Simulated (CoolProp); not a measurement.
Vapour-liquid equilibrium of n-pentane (1) + cyclohexane (2) at 380 K; x and y are mole fractions of (1).

Model: multi-fluid Helmholtz-energy mixture model, Thol 2019 and Zhou 2014; pair parameters Bell 2016, in CoolProp.

```json
[
 {"x": "0.05", "bubble pressure (MPa)": "0.2354", "y at the bubble point": "0.149", "dew pressure at overall composition x (MPa)": "0.2170", "liquid density (mol/L)": "8.188"},
 {"x": "0.2", "bubble pressure (MPa)": "0.3112", "y at the bubble point": "0.441", "dew pressure at overall composition x (MPa)": "0.2459", "liquid density (mol/L)": "8.070"},
 {"x": "0.35", "bubble pressure (MPa)": "0.3830", "y at the bubble point": "0.616", "dew pressure at overall composition x (MPa)": "0.2832", "liquid density (mol/L)": "7.947"},
 {"x": "0.5", "bubble pressure (MPa)": "0.4527", "y at the bubble point": "0.739", "dew pressure at overall composition x (MPa)": "0.3325", "liquid density (mol/L)": "7.817"},
 {"x": "0.65", "bubble pressure (MPa)": "0.5220", "y at the bubble point": "0.834", "dew pressure at overall composition x (MPa)": "0.4001", "liquid density (mol/L)": "7.679"},
 {"x": "0.8", "bubble pressure (MPa)": "0.5922", "y at the bubble point": "0.911", "dew pressure at overall composition x (MPa)": "0.4955", "liquid density (mol/L)": "7.533"},
 {"x": "0.95", "bubble pressure (MPa)": "0.6647", "y at the bubble point": "0.979", "dew pressure at overall composition x (MPa)": "0.6323", "liquid density (mol/L)": "7.374"}
]
```

No azeotrope shows between x = 0.05 and 0.95.

Pair parameters are fitted to limited data, so mixtures are less certain than the pure fluids.
